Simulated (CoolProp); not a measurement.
Saturated liquid density (kg/m³) of R141b: the reference equation beside estimates from Tc = 477.5 K, pc = 4.212 MPa, ω = 0.220. Rackett uses Z = 0.29056 − 0.08775 ω.

Values from CoolProp's reference Helmholtz-energy equation of state, Lemmon 2006. It is a short technical equation, of lower accuracy than the large ones.

```
T (K)  reference  Rackett  van der Waals  Redlich-Kwong  Soave-Redlich-Kwong  Peng-Robinson
-----  ---------  -------  -------------  -------------  -------------------  -------------
256.4       1312     1303          796.2           1179                 1202           1354
277.7       1273     1264          774.2           1142                 1169           1318
299         1232     1224          750.8           1102                 1132           1279
320.4       1190     1182          725.6           1057                 1091           1234
341.7       1145     1137          698.4           1009                 1045           1184
363.1       1097     1089          668.5          955.8                993.1           1126
384.4       1044     1036          635.5          896.5                934.3           1060
405.7      985.3      ___          598.2          829.3                866.1          982.8
427.1      916.2    908.2          554.3          750.5                784.3            ___
448.4      829.4    822.1          499.8            ___                  ___          768.0
```

### Question
Complete the blanks.

### Answer

- 405.7, Rackett: 977.0
- 427.1, Peng-Robinson: 888.5
- 448.4, Redlich-Kwong: 653.9
- 448.4, Soave-Redlich-Kwong: 681.3

Absolute difference from the reference over all 10 rows, mean and median: Rackett 0.8 and 0.7 %, van der Waals 39.2 and 39.2 %, Redlich-Kwong 13.6 and 12.4 %, Soave-Redlich-Kwong 10.6 and 9.1 %, Peng-Robinson 3.3 and 3.3 %.
